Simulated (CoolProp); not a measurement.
Vapour-liquid equilibrium of R114 (1) + n-pentane (2) at 113.15 °C; x and y are mole fractions of (1).

Values from CoolProp's multi-fluid Helmholtz-energy mixture model, Platzer 1990 and Thol 2019; pair parameters Bell 2016. This equation is an older, rougher fit; its heat capacities, sound speeds and derivatives of the liquid may be far off and weren't checked against measurements.

```csv
x,bubble pressure (MPa),y at the bubble point,dew pressure at overall composition x (MPa),liquid density (mol/L)
0.05,0.8670,0.117,0.8206,7.159
0.125,0.9776,0.254,0.8731,7.096
0.2,1.080,0.361,0.9316,7.032
0.275,___,0.447,0.9966,6.966
0.35,1.262,___,1.069,___
0.425,1.344,0.585,1.149,6.833
0.5,1.421,0.643,1.237,6.766
0.575,1.494,___,1.332,6.700
0.65,___,0.749,1.431,6.637
0.725,1.627,___,1.531,6.578
0.8,1.688,0.851,1.627,6.523
0.875,1.746,0.905,1.715,6.476
0.95,1.799,0.961,1.790,6.438
```

Some entries are withheld; supply them.


- 0.275, bubble pressure (MPa): 1.175
- 0.35, y at the bubble point: 0.521
- 0.35, liquid density (mol/L): 6.900
- 0.575, y at the bubble point: 0.697
- 0.65, bubble pressure (MPa): 1.562
- 0.725, y at the bubble point: 0.800

No azeotrope shows between x = 0.05 and 0.95.

The pair parameters rest on a limited set of measurements; away from them the model extrapolates.
